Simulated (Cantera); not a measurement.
SiH₂Cl₂ + C₃H₈ + H₂ (silicon carbide growth)

A closed system holds: 1 mol SiH₂Cl₂, 0.46 mol C₃H₈, 4.8 mol H₂, at 94000 Pa.

Method: chemical equilibrium by Gibbs-energy minimisation in Cantera with the NASA 1993 tables (ideal gas, pure condensed phases). Candidate condensed phases: C, C₆H₆, C₇H₈, C₈H₁₈, Si, SiC; 109 gas species. The tables' values for SiCl, SiCl₃ are old estimates; treat these amounts as uncertain. Gases not in the tables: Si₂H₆ and higher silanes. The numbers say what is thermodynamically allowed, not how fast it happens.

```tsv
T (K)	x H₂	x HCl	x H	x SiCl₂	x SiCl₄	n C(graphite)	n SiC(s)
1250	0.806	0.169	4.48e-7	0.000201	0.0146	0.475	0.849
1350	0.788	0.199	2.18e-6	0.000537	0.00676	0.434	0.917
1450	0.778	0.215	8.60e-6	0.00109	0.00268	0.411	0.952
1550	0.774	0.221	2.86e-5	0.00184	0.00101	0.406	0.964
1650	0.773	0.222	8.24e-5	0.00281	0.000398	0.409	0.964
1750	0.773	0.221	0.000211	0.00398	0.000168	0.416	0.958
1850	0.774	0.219	0.000489	0.00536	7.62e-5	0.426	0.948
1950	0.775	0.216	0.00104	0.00693	3.68e-5	0.435	0.935
2050	0.775	0.212	0.00206	0.00863	1.88e-5	0.443	0.921
2150	0.775	0.208	0.00383	0.0104	1.01e-5	0.447	0.905
2250	0.773	0.204	0.00673	0.0123	5.66e-6	0.445	0.888
2350	0.769	0.198	0.0113	0.0141	3.27e-6	0.436	0.867
2450	0.761	0.192	0.0181	0.0158	1.94e-6	0.417	0.840
2550	0.749	0.185	0.0279	0.0174	1.17e-6	0.389	0.798
```
x: gas mole fraction; n: condensed amount in mol.

From 1250 K to 2550 K the condensed part is C(graphite) + SiC(s). The main Si-bearing gas is SiCl₄ at 1250 K and SiCl₂ at 2550 K.
